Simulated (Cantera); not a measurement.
Input: 1 mol Al, 1.4 mol N₂O, 6.5 mol H₂, held at 0.00440 bar.

Equilibrium computed with Cantera from the NASA thermochemical tables; the gas is ideal and each condensed phase is pure. Candidate condensed phases: Al, AlN, Al₂O₃, H₂O; 35 gas species. Mutual solubility and eutectic melting of coexisting phases are not modelled. The tables' values for AlOH are old estimates; treat these amounts as uncertain. Condensed phases not in the tables: aluminium oxynitride. Equilibrium is a limit: real reactors are often held back by kinetics, nucleation or transport.

x: gas mole fraction; n: condensed amount in mol.

```tsv
T (°C)	x H₂	x N₂	x H	x Al	n AlN(s)	n Al₂O₃(s)
650	0.826	0.174	3.35e-9	<1e-12	0.0667	0.467
750	0.826	0.174	5.67e-8	<1e-12	0.0667	0.467
850	0.826	0.174	5.84e-7	<1e-12	0.0667	0.467
950	0.826	0.174	4.12e-6	4.66e-12	0.0667	0.467
1050	0.826	0.174	2.17e-5	5.41e-10	0.0667	0.467
1150	0.826	0.174	9.10e-5	3.20e-8	0.0667	0.467
1250	0.826	0.174	0.000317	1.10e-6	0.0667	0.467
1350	0.825	0.174	(withheld)	(withheld)	0.0665	0.467
1450	0.823	0.174	(withheld)	(withheld)	0.0627	0.466
1550	0.813	0.175	0.00589	0.00420	0.0117	0.461
1650	0.805	0.175	0.0127	0.00521	0	0.460
1750	0.793	0.174	0.0255	0.00544	0	0.460
```

**Question.** Some entries are withheld; supply them.

**Answer.** 
- 1450, x H: 0.00249
- 1450, x Al: 0.000373
- 1350, x H: 0.000947
- 1350, x Al: 2.43e-5
